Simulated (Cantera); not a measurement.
# Titanium nitride, carbide and oxide coatings: Ti + O2 + H2

A closed system holds: 1 mol Ti, 0.18 mol O2, 110 mol H2, held at 1.13 Torr.

Equilibrium computed with Cantera from the NASA thermochemical tables; the gas is ideal and each condensed phase is pure. Candidate condensed phases: H2O, Ti, TiO, TiO2, Ti2O3, Ti3O5, Ti4O7; 12 gas species. Mutual solubility and eutectic melting of coexisting phases are not modelled. TiO: taken at fixed stoichiometry. Condensed phases not in the tables: N, O or C dissolved in the metal. The numbers say what is thermodynamically allowed, not how fast it happens.

From 1598 K to 1898 K the condensed part is Ti(β) + TiO(s). At 1948 K the condensed part is Ti(l) + TiO(s). At 1998 K the condensed part is TiO(s). From 2048 K to 2098 K the condensed part is TiO(l). The main Ti-bearing gas is Ti throughout. The share of Ti in condensed phases is highest at 1598 K (99.9 %) and lowest at 2098 K (12.5 %).

```csv
T (K),x H2,x H,x Ti,x TiO,x H2O,x TiO2,x OH,n Ti(β),n TiO(s),n Ti(l),n TiO(l)
1598,0.999,0.00137,6.86e-6,9.86e-8,2.25e-8,<1e-12,1.21e-12,0.639,0.360,0,0
1648,0.998,0.00230,1.95e-5,3.59e-7,4.25e-8,4.57e-12,4.40e-12,0.638,0.360,0,0
1698,0.996,0.00373,5.22e-5,1.21e-6,7.71e-8,2.20e-11,1.48e-11,0.634,0.360,0,0
1748,0.994,0.00588,0.000132,3.77e-6,1.35e-7,9.68e-11,4.65e-11,0.625,0.360,0,0
1798,0.991,0.00905,0.000315,1.10e-5,2.28e-7,3.89e-10,1.37e-10,0.605,0.359,0,0
1848,0.986,0.0136,0.000719,3.03e-5,3.72e-7,1.45e-9,3.78e-10,0.560,0.357,0,0
1898,0.978,0.0200,0.00157,7.86e-5,5.91e-7,4.99e-9,9.87e-10,0.465,0.351,0,0
1948,0.968,0.0287,0.00328,0.000194,9.13e-7,1.61e-8,2.45e-9,0,0.338,0.273,0
1998,0.953,0.0404,0.00567,0.000456,1.60e-6,5.68e-8,6.73e-9,0,0.308,0,0
2048,0.937,0.0560,0.00562,0.000995,4.44e-6,2.99e-7,2.89e-8,0,0,0,0.246
2098,0.916,0.0761,0.00557,0.00203,1.14e-5,1.37e-6,1.12e-7,0,0,0,0.125
```
x: gas mole fraction; n: condensed amount in mol.
